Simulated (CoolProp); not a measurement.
Propane along the isobar 4940 kPa: Z from the reference equation and from simpler models built on Tc = 96.7 °C, pc = 4251 kPa, ω = 0.152; each cubic takes its own stable root.

Computed with CoolProp (reference Helmholtz-energy equation of state, Lemmon 2009).

```json
[
 {"T (°C)": "48.75", "phase": "liquid", "reference": "0.1744"},
 {"T (°C)": "62.15", "phase": "liquid", "reference": "0.1768"},
 {"T (°C)": "75.45", "phase": "liquid", "reference": "0.1823"},
 {"T (°C)": "88.75", "phase": "liquid", "reference": "0.1944"},
 {"T (°C)": "102.15", "phase": "supercritical", "reference": "0.2418"},
 {"T (°C)": "115.45", "phase": "supercritical", "reference": "0.5071"},
 {"T (°C)": "128.75", "phase": "supercritical", "reference": "0.6091"},
 {"T (°C)": "142.15", "phase": "supercritical", "reference": "0.6733"},
 {"T (°C)": "155.45", "phase": "supercritical", "reference": "0.7200"},
 {"T (°C)": "168.75", "phase": "supercritical", "reference": "0.7566"},
 {"T (°C)": "182.05", "phase": "supercritical", "reference": "0.7865"},
 {"T (°C)": "195.45", "phase": "supercritical", "reference": "0.8116"},
 {"T (°C)": "208.75", "phase": "supercritical", "reference": "0.8327"},
 {"T (°C)": "222.05", "phase": "supercritical", "reference": "0.8509"},
 {"T (°C)": "235.45", "phase": "supercritical", "reference": "0.8668"}
]
```

### Question
How far does each simpler model (Redlich-Kwong, Soave-Redlich-Kwong, Peng-Robinson) lie from the reference over these 15 states: mean and median of the absolute difference, and the worst?

### Answer
- Redlich-Kwong: mean 6.5 %, median 1.8 %, worst +19.5 % at 102.15 °C and 4940 kPa
- Soave-Redlich-Kwong: mean 6.1 %, median 1.6 %, worst +22.5 % at 102.15 °C and 4940 kPa
- Peng-Robinson: mean 3.1 %, median 2.5 %, worst +12.5 % at 102.15 °C and 4940 kPa
